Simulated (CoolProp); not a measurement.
Saturation properties of C3F8 (R218) (Tc = 345.0 K, pc = 2.640 MPa, ω = 0.317).

Values from CoolProp's reference Helmholtz-energy equation of state, Lemmon 2006. It is a short technical equation, of lower accuracy than the large ones.

```json
[
 {"T (K)": "180.2", "p (MPa)": "0.003001", "vapour density (kg/m³)": "0.3784", "liquid cp (kJ/(kg K))": "0.8660", "liquid conductivity (mW/(m K))": "76.1"},
 {"T (K)": "186.8", "p (MPa)": "0.005184", "vapour density (kg/m³)": "0.6320", "liquid cp (kJ/(kg K))": "0.8774", "liquid conductivity (mW/(m K))": "74.6"},
 {"T (K)": "193.4", "p (MPa)": "0.008566", "vapour density (kg/m³)": "1.012", "liquid cp (kJ/(kg K))": "0.8891", "liquid conductivity (mW/(m K))": "73.1"},
 {"T (K)": "200", "p (MPa)": "0.01361", "vapour density (kg/m³)": "1.560", "liquid cp (kJ/(kg K))": "0.9012", "liquid conductivity (mW/(m K))": "71.5"},
 {"T (K)": "206.6", "p (MPa)": "0.02086", "vapour density (kg/m³)": "2.326", "liquid cp (kJ/(kg K))": "0.9136", "liquid conductivity (mW/(m K))": "___"},
 {"T (K)": "213.2", "p (MPa)": "0.03100", "vapour density (kg/m³)": "3.369", "liquid cp (kJ/(kg K))": "0.9264", "liquid conductivity (mW/(m K))": "68.2"},
 {"T (K)": "219.8", "p (MPa)": "0.04478", "vapour density (kg/m³)": "4.753", "liquid cp (kJ/(kg K))": "0.9396", "liquid conductivity (mW/(m K))": "66.4"},
 {"T (K)": "226.4", "p (MPa)": "0.06306", "vapour density (kg/m³)": "6.553", "liquid cp (kJ/(kg K))": "0.9533", "liquid conductivity (mW/(m K))": "64.7"},
 {"T (K)": "233", "p (MPa)": "0.08681", "vapour density (kg/m³)": "8.850", "liquid cp (kJ/(kg K))": "___", "liquid conductivity (mW/(m K))": "62.9"},
 {"T (K)": "239.6", "p (MPa)": "0.1170", "vapour density (kg/m³)": "11.74", "liquid cp (kJ/(kg K))": "0.9824", "liquid conductivity (mW/(m K))": "61.2"},
 {"T (K)": "246.2", "p (MPa)": "0.1549", "vapour density (kg/m³)": "15.31", "liquid cp (kJ/(kg K))": "0.9980", "liquid conductivity (mW/(m K))": "59.4"},
 {"T (K)": "252.8", "p (MPa)": "0.2015", "vapour density (kg/m³)": "19.70", "liquid cp (kJ/(kg K))": "1.014", "liquid conductivity (mW/(m K))": "57.5"},
 {"T (K)": "259.4", "p (MPa)": "0.2583", "vapour density (kg/m³)": "25.02", "liquid cp (kJ/(kg K))": "1.032", "liquid conductivity (mW/(m K))": "55.7"},
 {"T (K)": "266", "p (MPa)": "0.3263", "vapour density (kg/m³)": "31.43", "liquid cp (kJ/(kg K))": "1.051", "liquid conductivity (mW/(m K))": "53.9"},
 {"T (K)": "272.6", "p (MPa)": "___", "vapour density (kg/m³)": "39.11", "liquid cp (kJ/(kg K))": "1.071", "liquid conductivity (mW/(m K))": "52.1"}
]
```

Problem. Some entries are withheld; supply them.

Solution. 
- 206.6, liquid conductivity (mW/(m K)): 69.8
- 233, liquid cp (kJ/(kg K)): 0.9676
- 272.6, p (MPa): 0.4071

It boils at 236.4 K under 1 atm.

Thermal conductivity comes from a separate model (Huber 2003), an estimate that may be off by 10 % or more.
